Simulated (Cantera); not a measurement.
Input (Python, Cantera):

```python
import numpy as np
import cantera as ct

gas = ct.Solution("gri30.yaml")
gas.TPX = 1450, 290, {'CH4': 1, 'N2': 29}
reactor = ct.IdealGasConstPressureReactor(gas, energy="off", clone=False)
net = ct.ReactorNet([reactor])
net.rtol, net.atol = 1e-08, 1e-18
show = ['CH4', 'CH2', 'H', 'C2H6', 'C2H4']
times = np.geomspace(3e-06, 200, 15)

steps = ct.SolutionArray(gas, extra=["t"])
rows = []
print(f"{'t/s':>10s}{'T/K':>9s}{'P/Pa':>11s}" + "".join(f"{s:>11s}" for s in show))
for t in times:
    while net.time < t:
        t_next = net.step()
        steps.append(gas.state, t=t_next)
    rows.append([np.interp(t, steps.t, y) for y in (steps.T, steps.P, *steps(*show).X.T)])
    print(f"{t:10.3e}{rows[-1][0]:9.1f}{rows[-1][1]:11.4g}" + "".join(f"{x:11.3e}" for x in rows[-1][2:]))
rate = np.gradient(steps.T, steps.t)
print("integrator steps:", len(steps.t))
if steps.T.max() > steps.T[0] + 200:
    print(f"time of steepest temperature rise: {steps.t[rate.argmax()]:.4e} s")
gas.TPX = 1450, 290, {'CH4': 1, 'N2': 29}
gas.equilibrate("TP")
print(f"equilibrium (TP): T = {gas.T:.1f} K  " + "  ".join(f"{s} {gas[s].X[0]:.3e}" for s in show))
```

Output:

```
       t/s      T/K       P/Pa        CH4        CH2          H       C2H6       C2H4
 3.000e-06   1450.0        290  3.333e-02  8.988e-23  3.503e-11  2.376e-24  9.188e-24
 1.086e-05   1450.0        290  3.333e-02  1.881e-21  1.260e-10  1.021e-22  3.623e-22
 3.934e-05   1450.0        290  3.333e-02  7.498e-20  4.460e-10  4.937e-21  1.334e-20
 1.425e-04   1450.0        290  3.333e-02  3.569e-18  1.488e-09  2.643e-19  4.167e-19
 5.159e-04   1450.0        290  3.333e-02  1.536e-16  4.085e-09  1.682e-17  2.478e-17
 1.868e-03   1450.0        290  3.333e-02  4.371e-15  6.852e-09  1.281e-15  3.494e-15
 6.764e-03   1450.0        290  3.333e-02  5.513e-14  7.197e-09  8.280e-14  3.493e-13
 2.449e-02   1450.0        290  3.333e-02  5.090e-13  7.200e-09  4.222e-12  2.115e-11
 8.870e-02   1450.0        290  3.333e-02  5.472e-12  7.244e-09  1.830e-10  1.069e-09
 3.212e-01   1450.0        290  3.333e-02  6.633e-11  7.831e-09  6.092e-09  5.113e-08
 1.163e+00   1450.0        290  3.330e-02  8.177e-10  1.563e-08  1.280e-07  2.349e-06
 4.212e+00   1450.0        290  3.301e-02  8.981e-09  1.407e-07  1.754e-06  9.287e-05
 1.525e+01   1450.0        290  2.793e-02  3.641e-08  2.589e-06  6.334e-06  8.971e-04
 5.523e+01   1450.0        290  1.530e-02  2.288e-08  8.585e-06  1.828e-06  1.840e-04
 2.000e+02   1450.0        290  4.764e-03  1.241e-08  1.730e-05  2.560e-07  1.899e-05
integrator steps: 1019
equilibrium (TP): T = 1450.0 K  CH4 2.593e-06  CH2 2.617e-11  H 3.889e-05  C2H6 3.846e-13  C2H4 2.142e-07
```

Model: GRI-Mech 3.0 (53 species, 325 reactions), integrated in Cantera. GRI-Mech 3.0 stops at C3 and has no aromatics, soot or wall deposition, so with more carbon than oxygen in the feed, carbon stays in small species such as C2H2 where larger ones or solid carbon would form. Radical loss at walls, strong at low pressure, is not modelled.
